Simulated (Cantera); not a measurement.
# Thermodynamics of silicon nitride deposition, feed SiHCl3 + NH3

A closed system holds: 1 mol SiHCl3, 9.4 mol NH3, held at 1525 °C and 1000 Pa.

Equilibrium computed with Cantera from the NASA thermochemical tables; the gas is ideal and each condensed phase is pure. Candidate condensed phases: NH4Cl, Si, Si3N4; 28 gas species. The tables' values for SiCl, SiCl3 are old estimates; treat these amounts as uncertain. Gases not in the tables: Si2H6 and higher silanes. Rates play no part.

| Property | Value |
|---|---|
| x(H2) | 0.659 |
| x(N2) | 0.226 |
| x(HCl) | 0.0811 |
| x(SiCl2) | 0.0309 |
| x(H) | 0.00286 |
| x(Si) | 0.000309 |
| x(SiCl) | 0.000270 |
| x(Cl) | 0.000270 |
| x(SiCl3) | 0.000157 |
| n(Si(l)) | 0.338 mol |
| gas amount | 20.84 mol |
